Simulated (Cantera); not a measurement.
An adiabatic, constant-volume homogeneous reactor starts with C3H8 : O2 : N2 = 1 : 3.57 : 13.4 (molar parts), at 1448 K and 1730 Torr. Integrator tolerance rtol = 1e-08.

Computed with Cantera and GRI-Mech 3.0 (53 species, 325 reactions). GRI-Mech 3.0 was tuned for natural gas; its chemistry of propane as a main component is partial and can be far from experiment. Above 3000 K some thermodynamic fits are extrapolated.

| quantity | before | after |
|---|---|---|
| time of steepest temperature rise | 77.5 µs | 1.56 ms |
| temperature at 0.600 s | 3044 K | 2972 K |
| equilibrium temperature | 3044 K | 2972 K |
| x(C3H8) at 0.600 s | <1e-12 (gas-phase equilibrium <1e-12) | <1e-12 (gas-phase equilibrium <1e-12) |
| x(O2) at 0.600 s | 0.00355 (gas-phase equilibrium 0.00355) | 0.00233 (gas-phase equilibrium 0.00233) |
| x(HO2) at 0.600 s | 3.74e-6 (gas-phase equilibrium 3.74e-6) | 2.53e-6 (gas-phase equilibrium 2.53e-6) |
| x(CH3) at 0.600 s | 7.49e-12 (gas-phase equilibrium 9.02e-12) | 7.65e-12 (gas-phase equilibrium 9.09e-12) |
| x(H2) at 0.600 s | 0.0471 (gas-phase equilibrium 0.0471) | 0.0455 (gas-phase equilibrium 0.0455) |

Question: Which change was made?
(A) initial temperature 1448 to 1248 K
(B) N2 13.4 to 32 parts
(C) C3H8 1 to 1.8 parts
(D) pressure from 1730 Torr to 503 Torr

Answer: A, initial temperature 1448 to 1248 K
